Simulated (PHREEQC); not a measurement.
A solution holds 0.0018 mol/kgw H3BO3, 0.0024 mol/kgw KOH and 0.0015 mol/kgw KCl, at 25 °C. Closed to the air; pH follows from the charge balance.

All values are PHREEQC results (ion-association model, phreeqc.dat), not measurements.

* **pH**: 10.78
* **ionic strength**: 0.00390 mol/kgw
* **total alkalinity**: 2.40 meq/kg

```
species  molality  activity   log γ
-------  --------  --------  ------
K+        0.00390   0.00364  -0.030
H2BO3-    0.00175   0.00164  -0.029
Cl-       0.00150   0.00140  -0.030
OH-      0.000648  0.000605  -0.030
H3BO3     4.76e-5   4.76e-5   0.000
```

Precipitation was switched off in this run.
